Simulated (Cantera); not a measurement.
Input (Python, Cantera) and output of one run.

```python
import numpy as np
import cantera as ct

gas_names = """
    C CN CO CO2 C2 CCN CNC C2N2 C2O C3 C3O2 C4 C4N2 C5 Fe FeC5O5 FeO N NCO NO NO2 NO3 N2 N2O O O2 O3
""".split()
cond_names = """
    C(gr) Fe(a) Fe(c) Fe(d) Fe(L) FeC5O5(L) FeO(s) FeO(L) Fe2O3(s) Fe3O4(s)
""".split()


# ... load() reads the species with a 1 bar reference pressure and builds the phases ...
atoms = {
    'Fe(CO)5': {'Fe': 1, 'C': 5, 'O': 5},
    'N2': {'N': 2},
}
top_T = {'C(gr)': 4500, 'Fe2O3(s)': 1830, 'Fe3O4(s)': 1870}  # K; cautious upper limits of use, not melting points


# ... equilibrate(T, P, feed) seeds the gas with the atoms and calls Mixture.equilibrate('TP', solver="vcs", rtol=1e-11, max_steps=5000) ...
results = []
feed = {'Fe(CO)5': 1, 'N2': 5.2}  # mol
T = 1448  # K
P = 13332.2  # Pa
mix = equilibrate(T, P, feed)
results.append((T, P, feed, dict(zip(mix.species_names, mix.species_moles))))
print(gas.report(threshold=1e-05))
for i in range(1, mix.n_phases):
    print(f"{mix.phase(i).name:16s} {mix.phase_moles(i):12.5e} mol")
```

It prints:

```
       temperature   1448 K
          pressure   13332 Pa
           density   0.031021 kg/m^3
  mean mol. weight   28.013 kg/kmol
   phase of matter   gas

                          1 kg             1 kmol
                     ---------------   ---------------
          enthalpy       -6.2181e+05       -1.7419e+07  J
   internal energy       -1.0516e+06       -2.9458e+07  J
           entropy            9508.3        2.6635e+05  J/K
    Gibbs function        -1.439e+07       -4.0309e+08  J
 heat capacity c_p            1241.6             34780  J/K
 heat capacity c_v            944.76             26465  J/K

                      mass frac. Y      mole frac. X     chem. pot. / RT
                     ---------------   ---------------   ---------------
                CO            0.4901           0.49014           -38.563
               CO2        5.3793e-05         3.424e-05           -75.002
                N2           0.50985           0.50982           -28.593
     [  +24 minor]        7.1433e-07        3.5839e-07

C(gr)             3.49224e-04 mol
Fe(c)             9.99996e-01 mol
FeC5O5(L)         0.00000e+00 mol
FeO(s)            0.00000e+00 mol
Fe2O3(s)          0.00000e+00 mol
Fe3O4(s)          0.00000e+00 mol
```

Method: chemical equilibrium by Gibbs-energy minimisation in Cantera with the NASA 1993 tables (ideal gas, pure condensed phases).
